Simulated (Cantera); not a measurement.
Transport properties of process gases

Gas mixture: 100 % C₂H₄, at 15.8 Torr, frozen composition.

Cantera's kinetic-theory transport with the Lennard-Jones parameters of GRI-Mech 3.0, ideal gas; thermal conductivity in the multicomponent form. The composition is frozen, though it would react at the higher temperatures.

| T (K) | ρ (kg/m³) | cp (J/kg/K) | μ (µPa s) | λ (mW/m/K) | Pr | D (cm²/s) CO₂ | D (cm²/s) CH₄ | D (cm²/s) H₂O |
|---|---|---|---|---|---|---|---|---|
| 400 | 0.0177 | 1877 | 13.3 | 33.5 | 0.748 | 9.75 | 14.1 | 13.9 |
| 600 | 0.0118 | 2529 | 19.1 | 64.4 | 0.750 | 20.7 | 29.2 | 30.7 |
| 800 | 0.00886 | 2991 | 24.1 | 96.0 | 0.750 | 34.7 | 48.3 | 52.6 |
| 1000 | 0.00709 | 3354 | 28.5 | 128 | 0.749 | 51.2 | 70.8 | 79.1 |
| 1200 | 0.00590 | 3625 | 32.5 | 158 | 0.748 | 70.2 | 96.5 | 110 |
| 1400 | 0.00506 | 3836 | 36.2 | 186 | 0.746 | 91.3 | 125 | 144 |
| 1600 | 0.00443 | 4000 | 39.7 | 213 | 0.745 | 115 | 157 | 181 |
| 1800 | 0.00394 | 4126 | 42.9 | 238 | 0.744 | 140 | 191 | 222 |
D: mixture-averaged diffusion coefficient of that species in the mixture.
